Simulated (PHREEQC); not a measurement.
Consider water at 25 °C with 50 mmol/kgw CaBr2 and 42 mmol/kgw K3PO4. Closed to the air; pH follows from the charge balance.

Model: ion-association model, phreeqc.dat, run in PHREEQC.

No solid was allowed to form.

Task: Estimate the pH.

Result: pH 10.72.

Task: In which forms is P present?

Result: CaPO4- 98 %, HPO4-2 1.1 %, CaHPO4 0.6 % of the P.

Saturation is exceeded, for instance for Hydroxyapatite; the values hold only as long as no solid forms. Species that the database lacks are ignored.
